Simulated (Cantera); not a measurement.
Feed: 1 mol TiC, 2.1 mol H2, held at 1302 °C and 2.20 bar.

These are equilibrium values from Cantera (NASA tables, ideal gas, pure condensed phases), not measurements of a reactor. Candidate condensed phases: C, C6H6, C7H8, C8H18, Ti, TiC; 77 gas species. TiC: taken at fixed stoichiometry. Rates play no part.

What is the equilibrium state?

x(H2): 1.000
x(H): 2.80e-5
n(TiC(s)): 1.00 mol
gas amount: 2.100 mol
log10 activity of C(graphite) (absent): -5.46
